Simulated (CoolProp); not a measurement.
Computed with CoolProp (reference Helmholtz-energy equation of state, Akasaka 2023).

Give the vapour pressure (bar), liquid density (kg/m³), vapour density (kg/m³), enthalpy of vaporisation (kJ/kg) of saturated R1224YDZ at 136.55 °C.


```json
[
 {"T (°C)": "136.55", "p (bar)": "23.8", "liquid density (kg/m³)": "917", "vapour density (kg/m³)": "185", "enthalpy of vaporisation (kJ/kg)": "76.6"}
]
```
